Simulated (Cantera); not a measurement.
Input: 1 mol SiC, 0.57 mol H2O, 5.6 mol H2, 1.4 mol CO2, at 1523 K and 75.0 Pa.

These are equilibrium values from Cantera (NASA tables, ideal gas, pure condensed phases), not measurements of a reactor. Candidate condensed phases: C, C6H6, C7H8, C8H18, H2O, Si, SiC, SiO2; 123 gas species. Rates play no part.

Base state: H2 0.646, CO 0.250, SiO 0.103, H 0.000678 (mole fractions); condensed: SiC(s).

### Question
What changes in the equilibrium state with this change: temperature from 1523 K to 1775 K?

### Answer
```csv
species,before,after
H2,0.646,0.639
CO,0.250,0.249
SiO,0.103,0.102
H,0.000678,0.00845
Si,2.65e-6,0.000560
SiH,1.70e-7,1.51e-5
"SiC(s), mol",0.0150,0.0121
```
